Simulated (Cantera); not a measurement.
Mixture: CO : H2 : O2 : N2 = 1 : 0.44 : 1.16 : 3.6 (molar parts), at 0.474 atm, adiabatic and at constant pressure. Ignition delay is the time to a rise of 400 K.

Computed with Cantera and GRI-Mech 3.0 (53 species, 325 reactions). Where the delays flatten at high temperature, the 400 K rule measures the pace of heat release, not the induction time.

Question: What does this change do: pressure from 0.474 atm to 4.93 atm?

Answer: 
```json
[
 {"quantity": "delay at 973 K", "before": "0.649 ms", "after": "8.96 ms"},
 {"quantity": "delay at 1123 K", "before": "0.220 ms", "after": "82.2 µs"},
 {"quantity": "delay at 1273 K", "before": "0.140 ms", "after": "12.0 µs"},
 {"quantity": "delay at 1423 K", "before": "0.120 ms", "after": "6.27 µs"}
]
```
The hydrogen kinetics of GRI-Mech 3.0 are dated; newer H2 mechanisms differ, most at raised pressure.
